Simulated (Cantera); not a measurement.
Input (Python, Cantera):

```python
import numpy as np
import cantera as ct

gas = ct.Solution("gri30.yaml")
gas.TPX = 450, 35000, {'C2H4': 1.3, 'O2': 3.16, 'N2': 11.9, 'H2O': 0.7}
flame = ct.FreeFlame(gas, width=0.083)
flame.set_refine_criteria(ratio=3, slope=0.08, curve=0.16)
flame.transport_model = "mixture-averaged"
flame.solve(loglevel=0, auto=True)
z, T = flame.grid, flame.T
thick = (T[-1] - T[0]) / np.gradient(T, z).max()
show = ['C2H4', 'O2', 'H2O', 'HCO', 'HO2', 'H']
print(f"laminar burning velocity  {flame.velocity[0] * 100:.3f} cm/s")
print(f"burnt temperature         {T[-1]:.1f} K")
print(f"thermal thickness         {thick * 1e3:.4f} mm")
print(f"grid points               {len(z)}")
z0 = z[flame.heat_release_rate.argmax()]
print(f"{'z/mm':>9s}{'T/K':>9s}{'u/(m/s)':>9s}" + "".join(f"{s:>11s}" for s in show))
rows = []
for k in (-3, -2, -1.5, -1, -0.5, -0.25, 0, 0.25, 0.5, 1, 2, 4, 8):
    zz = z0 + k * thick
    rows.append([k * thick, np.interp(zz, z, T), np.interp(zz, z, flame.velocity),
                 *(np.interp(zz, z, flame.X[gas.species_index(s)]) for s in show)])
    print(f"{rows[-1][0] * 1e3:9.3f}{rows[-1][1]:9.1f}{rows[-1][2]:9.3f}" + "".join(f"{x:11.3e}" for x in rows[-1][3:]))
```

Result:

```
laminar burning velocity  173.910 cm/s
burnt temperature         2339.6 K
thermal thickness         0.6556 mm
grid points               164
     z/mm      T/K  u/(m/s)       C2H4         O2        H2O        HCO        HO2          H
   -1.967    450.0    1.740  7.618e-02  1.852e-01  4.102e-02  3.598e-14  2.265e-08  6.194e-14
   -1.311    450.1    1.742  7.611e-02  1.850e-01  4.100e-02  5.366e-12  5.036e-07  1.058e-11
   -0.983    451.1    1.748  7.598e-02  1.846e-01  4.103e-02  1.270e-10  3.940e-06  3.185e-10
   -0.656    463.6    1.805  7.543e-02  1.830e-01  4.194e-02  5.706e-09  4.435e-05  2.892e-08
   -0.328    736.6    2.926  6.515e-02  1.616e-01  6.000e-02  4.785e-06  4.920e-04  1.031e-04
   -0.164   1177.0    4.783  4.199e-02  1.217e-01  8.850e-02  8.105e-05  6.288e-04  1.435e-03
    0.000   1596.7    6.636  1.473e-02  7.583e-02  1.170e-01  1.567e-04  2.660e-04  4.782e-03
    0.164   1857.5    7.807  2.190e-03  4.290e-02  1.348e-01  9.168e-05  4.718e-05  9.223e-03
    0.328   1961.6    8.256  1.484e-04  2.540e-02  1.423e-01  2.668e-05  7.445e-06  1.323e-02
    0.656   2004.2    8.395  2.157e-07  1.386e-02  1.431e-01  4.529e-07  1.634e-06  1.753e-02
    1.311   2030.8    8.457  1.927e-12  1.004e-02  1.392e-01  9.249e-08  1.206e-06  1.902e-02
    2.622   2059.9    8.552  6.002e-17  8.796e-03  1.392e-01  8.181e-08  1.048e-06  1.798e-02
    5.245   2100.9    8.695  3.846e-22  7.720e-03  1.420e-01  6.925e-08  9.025e-07  1.552e-02
```

Computed with Cantera and GRI-Mech 3.0 (53 species, 325 reactions). GRI-Mech 3.0 was tuned for natural gas; its chemistry of ethylene as a main component is partial and can be far from experiment. Burning velocities carry a grid error of a few per cent, more on coarse grids.
